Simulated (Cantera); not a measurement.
Premixed flame

A freely propagating, adiabatic, planar premixed flame of 13.0 % CH3OH, 17.7 % O2, 66.8 % N2, 2.47 % H2O, equivalence ratio 1.1, unburnt at 450 K and 95000 Pa; mixture-averaged transport, grid criteria slope 0.08 and curve 0.16, no radiation.

Computed with Cantera and GRI-Mech 3.0 (53 species, 325 reactions). GRI-Mech 3.0 was tuned for natural gas; its chemistry of methanol as a main component is partial and can be far from experiment. Burning velocities carry a grid error of a few per cent, more on coarse grids.

```csv
z (mm),T (K),u (m/s),x CH3OH,x O2,x H2O,x HO2,x C2H6,x C2H
-0.891,450,0.879,0.130,0.177,0.0247,1.19e-7,<1e-8,<1e-8
-0.594,452,0.886,0.129,0.176,0.0251,2.12e-6,<1e-8,<1e-8
-0.445,458,0.902,0.129,0.175,0.0263,8.74e-6,<1e-8,<1e-8
-0.297,511,1.02,0.125,0.169,0.0352,7.44e-5,1.15e-8,<1e-8
-0.148,848,1.75,0.0965,0.139,0.0830,0.000793,1.68e-7,<1e-8
-0.0742,1229,2.61,0.0548,0.104,0.132,0.00225,4.72e-7,<1e-8
0,1636,3.60,0.00822,0.0638,0.187,0.00170,6.45e-7,<1e-8
0.0742,1780,3.93,8.96e-5,0.0393,0.213,5.25e-5,3.46e-8,<1e-8
0.148,1829,4.02,2.57e-7,0.0263,0.220,1.20e-5,<1e-8,<1e-8
0.297,1895,4.13,<1e-8,0.0175,0.223,7.59e-6,<1e-8,<1e-8
0.594,1973,4.27,<1e-8,0.0132,0.225,5.14e-6,<1e-8,<1e-8
1.19,2056,4.43,<1e-8,0.00997,0.231,3.34e-6,<1e-8,<1e-8
2.38,2133,4.57,<1e-8,0.00696,0.237,1.98e-6,<1e-8,<1e-8
```
x: mole fraction of selected species; z is measured from the peak of heat release.

| Item | Result |
|---|---|
| laminar burning velocity | 87.7 cm/s |
| thermal thickness | 0.297 mm |
| peak x(HO2) | 0.00283 |
| peak x(C2H6) | 7.20e-7 |
| peak x(C2H) | <1e-8 |
| grid points | 123 |
